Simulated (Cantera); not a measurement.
A Cantera script and what it prints.

```python
import numpy as np
import cantera as ct

gas_names = [...]  # 136 gases of nasa_gas.yaml made of C, H, N, O
cond_names = """
    C(gr) C6H6(L) C7H8(L) C8H18(L),n-octa H2O(s) H2O(L)
""".split()


# ... load() reads the species with a 1 bar reference pressure and builds the phases ...
atoms = {
    'toluene': {'C': 7, 'H': 8},
    'NH3': {'N': 1, 'H': 3},
    'O2': {'O': 2},
}
top_T = {'C(gr)': 4500}  # K; cautious upper limits of use, not melting points


# ... equilibrate(T, P, feed) seeds the gas with the atoms and calls Mixture.equilibrate('TP', solver="vcs", rtol=1e-11, max_steps=5000) ...
results = []
feed = {'toluene': 1, 'NH3': 0.27, 'O2': 0.12}  # mol
T = 1873.15  # K
P = 101325  # Pa
mix = equilibrate(T, P, feed)
results.append((T, P, feed, dict(zip(mix.species_names, mix.species_moles))))
print(gas.report(threshold=0.0001))
for i in range(1, mix.n_phases):
    print(f"{mix.phase(i).name:16s} {mix.phase_moles(i):12.5e} mol")
```

It prints:

```
       temperature   1873.2 K
          pressure   1.0132e+05 Pa
           density   0.026589 kg/m^3
  mean mol. weight   4.0868 kg/kmol
   phase of matter   gas

                          1 kg             1 kmol
                     ---------------   ---------------
          enthalpy        1.0722e+07        4.3819e+07  J
   internal energy        6.9111e+06        2.8245e+07  J
           entropy             47593         1.945e+05  J/K
    Gibbs function       -7.8427e+07       -3.2052e+08  J
 heat capacity c_p            8320.4             34004  J/K
 heat capacity c_v            6285.9             25690  J/K

                      mass frac. Y      mole frac. X     chem. pot. / RT
                     ---------------   ---------------   ---------------
               CH4         0.0020486        0.00052188           -41.316
                CO           0.34413          0.050211           -37.557
    C2H2,acetylene           0.00183        0.00028723           -24.599
                 H        0.00015181         0.0006155           -9.6723
               HCN         0.0090974         0.0013757            -27.45
                H2           0.45352           0.91937           -19.345
                N2            0.1887          0.027529           -30.301
     [ +129 minor]        0.00051963        8.5774e-05

C(gr)             6.74786e+00 mol
```

Cantera equilibrium calculation (NASA polynomials, part measured and part estimated; ideal gas, pure solids and liquids).
